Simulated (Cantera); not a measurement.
Input: 1 mol TEOS, 18 mol CO2, held at 705 Torr.

Cantera equilibrium calculation (NASA polynomials, part measured and part estimated; ideal gas, pure solids and liquids). Candidate condensed phases: C, C6H6, C7H8, C8H18, H2O, Si, SiC, SiO2; 123 gas species. The feed counts by its element totals alone. The tables hold silica as quartz up to 1696 K and as liquid above; real silica turns to tridymite and cristobalite and melts near 1996 K. Gases not in the tables: Si(OH)4. Equilibrium is a limit: real reactors are often held back by kinetics, nucleation or transport.

log p: log10 of the partial pressure in bar; n: condensed amount in mol.

```json
[
 {"T (°C)": "252", "log p CO2": "-0.25", "log p CO": "-4.08", "log p H2O": "-0.46", "log p H2": "-2.36", "log p CH4": "-1.72", "n C(graphite)": "11.0", "n SiO2(α-quartz)": "1.00", "n SiO2(β-quartz)": "0", "n SiO2(condensed)": "0", "n SiO2(l)": "0"},
 {"T (°C)": "402", "log p CO2": "-0.24", "log p CO": "-2.16", "log p H2O": "-0.54", "log p H2": "-1.38", "log p CH4": "-1.60", "n C(graphite)": "10.0", "n SiO2(α-quartz)": "1.00", "n SiO2(β-quartz)": "0", "n SiO2(condensed)": "0", "n SiO2(l)": "0"},
 {"T (°C)": "552", "log p CO2": "-0.29", "log p CO": "-0.97", "log p H2O": "-0.75", "log p H2": "-0.88", "log p CH4": "-1.80", "n C(graphite)": "7.58", "n SiO2(α-quartz)": "1.00", "n SiO2(β-quartz)": "0", "n SiO2(condensed)": "0", "n SiO2(l)": "0"},
 {"T (°C)": "702", "log p CO2": "___", "log p CO": "-0.37", "log p H2O": "___", "log p H2": "-0.73", "log p CH4": "___", "n C(graphite)": "0", "n SiO2(α-quartz)": "0", "n SiO2(β-quartz)": "1.00", "n SiO2(condensed)": "0", "n SiO2(l)": "0"},
 {"T (°C)": "852", "log p CO2": "-0.65", "log p CO": "-0.34", "log p H2O": "-1.04", "log p H2": "-0.77", "log p CH4": "-4.34", "n C(graphite)": "0", "n SiO2(α-quartz)": "0", "n SiO2(β-quartz)": "1.00", "n SiO2(condensed)": "0", "n SiO2(l)": "0"},
 {"T (°C)": "1002", "log p CO2": "-0.69", "log p CO": "-0.32", "log p H2O": "-0.96", "log p H2": "-0.82", "log p CH4": "___", "n C(graphite)": "0", "n SiO2(α-quartz)": "0", "n SiO2(β-quartz)": "1.00", "n SiO2(condensed)": "0", "n SiO2(l)": "0"},
 {"T (°C)": "1152", "log p CO2": "-0.72", "log p CO": "-0.31", "log p H2O": "-0.91", "log p H2": "-0.86", "log p CH4": "-6.92", "n C(graphite)": "0", "n SiO2(α-quartz)": "0", "n SiO2(β-quartz)": "1.00", "n SiO2(condensed)": "0", "n SiO2(l)": "0"},
 {"T (°C)": "1302", "log p CO2": "-0.75", "log p CO": "-0.30", "log p H2O": "-0.87", "log p H2": "-0.89", "log p CH4": "-7.84", "n C(graphite)": "0", "n SiO2(α-quartz)": "0", "n SiO2(β-quartz)": "1.00", "n SiO2(condensed)": "0", "n SiO2(l)": "0"},
 {"T (°C)": "1452", "log p CO2": "-0.77", "log p CO": "-0.29", "log p H2O": "-0.85", "log p H2": "-0.92", "log p CH4": "-8.59", "n C(graphite)": "0", "n SiO2(α-quartz)": "0", "n SiO2(β-quartz)": "0", "n SiO2(condensed)": "1.000", "n SiO2(l)": "0"},
 {"T (°C)": "1602", "log p CO2": "-0.78", "log p CO": "-0.29", "log p H2O": "-0.83", "log p H2": "-0.95", "log p CH4": "-9.22", "n C(graphite)": "0", "n SiO2(α-quartz)": "0", "n SiO2(β-quartz)": "0", "n SiO2(condensed)": "1.000", "n SiO2(l)": "0"},
 {"T (°C)": "1752", "log p CO2": "-0.80", "log p CO": "-0.28", "log p H2O": "-0.81", "log p H2": "-0.97", "log p CH4": "-9.76", "n C(graphite)": "0", "n SiO2(α-quartz)": "0", "n SiO2(β-quartz)": "0", "n SiO2(condensed)": "0", "n SiO2(l)": "0.997"}
]
```

Task: What belongs in the gaps?

Result: 
- 1002, log p CH4: -5.78
- 702, log p CO2: -0.60
- 702, log p H2O: -1.16
- 702, log p CH4: -2.50
